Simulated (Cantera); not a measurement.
A closed system holds: 1 mol SiH4, 0.39 mol Cl2, 3.9 mol N2, held at 1098.15 K and 0.100 bar.

Method: chemical equilibrium by Gibbs-energy minimisation in Cantera with the NASA 1993 tables (ideal gas, pure condensed phases). Candidate condensed phases: NH4Cl, Si, Si3N4; 28 gas species. N2 is the only nitrogen source here; it is nearly inert below about 1500 K, so the nitride shown seldom forms there in practice. The numbers say what is thermodynamically allowed, not how fast it happens.

Base state: N2 0.576, H2 0.288, HCl 0.136, SiCl4 0.000591, SiHCl3 1.82e-5 (mole fractions); condensed: Si3N4(s).

What changes in the equilibrium state with this change: Cl2 from 0.39 to 0.5 mol?


| species | before | after |
|---|---|---|
| N2 | 0.576 | 0.565 |
| H2 | 0.288 | 0.265 |
| HCl | 0.136 | 0.168 |
| SiCl4 | 0.000591 | 0.00162 |
| SiCl3 | 5.87e-6 | 1.25e-5 |
| SiHCl3 | 1.82e-5 | 3.73e-5 |
| Si3N4(s), mol | 0.332 | 0.330 |
The tables' values for SiCl3 are old estimates; treat these amounts as uncertain.
